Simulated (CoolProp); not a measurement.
Properties of CH2F2 (R32) along the isotherm 109.75 °C.

Model: reference Helmholtz-energy equation of state, Tillner-Roth 1997, in CoolProp.

```tsv
p (MPa)	phase	density (kg/m³)	cp (kJ/(kg K))	Joule-Thomson coefficient (K/MPa)	isothermal compressibility (1/MPa)	Prandtl number	fugacity coefficient
5.78	gas	141.3	1.849	9.851	[?]	1.07	0.7370
11.6	supercritical	550.5	3.394	3.037	[?]	2.03	0.5160
17.3	supercritical	706.1	2.248	1.099	0.02298	[?]	0.4002
23.1	supercritical	777.8	1.962	0.5644	[?]	1.42	0.3404
28.9	supercritical	825.3	1.829	0.3094	0.008478	1.39	[?]
34.7	supercritical	861.3	1.751	0.1581	0.006419	1.38	0.2853
40.5	supercritical	890.4	1.699	0.05746	0.005162	1.39	0.2724
46.3	supercritical	915.1	1.662	-0.01455	0.004316	1.40	0.2646
52	supercritical	936.2	1.634	-0.06781	0.003717	1.42	0.2606
57.8	supercritical	955.3	1.612	-0.1101	0.003256	1.44	0.2591
```

Q: Fill in the missing entries.

A: 
- 5.78, isothermal compressibility (1/MPa): 0.2768
- 11.6, isothermal compressibility (1/MPa): 0.09136
- 17.3, Prandtl number: 1.54
- 23.1, isothermal compressibility (1/MPa): 0.01244
- 28.9, fugacity coefficient: 0.3062

The peak of cp marks the crossing from liquid-like to gas-like fluid above the critical point.

Viscosity comes from a separate model (Bell 2016), an estimate that may be off by 10 % or more. Thermal conductivity comes from a separate model (Huber 2003), an estimate that may be off by 10 % or more.
